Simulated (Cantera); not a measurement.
Charge: 1 mol SiH4, 3.4 mol CO2, 22 mol N2, at 773 K and 30000 Pa.

Method: chemical equilibrium by Gibbs-energy minimisation in Cantera with the NASA 1993 tables (ideal gas, pure condensed phases). Candidate condensed phases: C, C6H6, C7H8, C8H18, H2O, Si, SiC, SiO2, Si2N2O, Si3N4; 151 gas species. The numbers say what is thermodynamically allowed, not how fast it happens.

Base state: N2 0.831, CO2 0.0650, H2 0.0507, CO 0.0298, H2O 0.0216, CH4 0.00163, NH3 1.24e-5 (mole fractions); condensed: C(graphite) + SiO2(α-quartz).

**Question.** What changes in the equilibrium state with this change: temperature from 773 K to 598 K?

**Answer.** 
| species | before | after |
|---|---|---|
| N2 | 0.831 | 0.860 |
| CO2 | 0.0650 | 0.0668 |
| H2O | 0.0216 | 0.0534 |
| H2 | 0.0507 | 0.0136 |
| CO | 0.0298 | 0.000586 |
| CH4 | 0.00163 | 0.00555 |
| NH3 | 1.24e-5 | 1.90e-5 |
| C(graphite), mol | 0.848 | 1.53 |
| SiO2(α-quartz), mol | 1.00 | 1.00 |
